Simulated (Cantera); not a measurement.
Input: 1 mol SiH2Cl2, 8.6 mol N2, equilibrated at 1698 K and 1.20 Torr.

These are equilibrium values from Cantera (NASA tables, ideal gas, pure condensed phases), not measurements of a reactor. Candidate condensed phases: NH4Cl, Si, Si3N4; 28 gas species. The tables' values for SiCl, SiCl3 are old estimates; treat these amounts as uncertain. The numbers say what is thermodynamically allowed, not how fast it happens.

Base state: N2 0.810, H2 0.0742, SiCl2 0.0738, HCl 0.0390, H 0.000985, Si 0.000410, Cl 0.000403, SiCl 0.000387 (mole fractions); condensed: Si(l).

Problem. What changes in the equilibrium state with this change: SiH2Cl2 replaced by Si2H6?

Solution. 
```
species       before     after
----------  --------  --------
N2             0.810     0.740
H2            0.0742     0.257
H           0.000985   0.00183
SiCl2         0.0738         0
HCl           0.0390         0
Si          0.000410  0.000410
Cl          0.000403         0
SiCl        0.000387         0
Si(l), mol     0.204      1.99
```
The feed counts by its element totals alone.

Problem. What changes in the equilibrium state with this change: temperature from 1698 K to 1275 K?

Solution. 
```
species          before    after
-------------  --------  -------
N2                0.810    0.810
HCl              0.0390    0.143
H2               0.0742   0.0287
SiCl2            0.0738  0.00628
SiCl4           3.17e-6  0.00897
Si             0.000410    <1e-9
SiCl           0.000387  9.56e-9
Si(l), mol        0.204        0
Si3N4(s), mol         0    0.273
```
N2 is the only nitrogen source here; it is nearly inert below about 1500 K, so the nitride shown seldom forms there in practice. The tables' values for SiCl3 are old estimates; treat these amounts as uncertain.
